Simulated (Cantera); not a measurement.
Charge: 1 mol Si, 1.2 mol NF₃, equilibrated at 923.15 K and 36000 Pa.

Equilibrium computed with Cantera from the NASA thermochemical tables; the gas is ideal and each condensed phase is pure. Candidate condensed phases: Si, Si₃N₄; 16 gas species. Kinetics and transport are ignored.

Base state: SiF₄ 0.628, N₂ 0.372 (mole fractions); condensed: Si₃N₄(s).

Question: What changes in the equilibrium state with this change: NF₃ from 1.2 to 5.9 mol?

Answer: 
| species | before | after |
|---|---|---|
| F₂ | <1e-9 | 0.509 |
| N₂ | 0.372 | 0.244 |
| SiF₄ | 0.628 | 0.0991 |
| NF₃ | <1e-9 | 0.0963 |
| F | <1e-9 | 0.0512 |
| Si₃N₄(s), mol | 0.0333 | 0 |
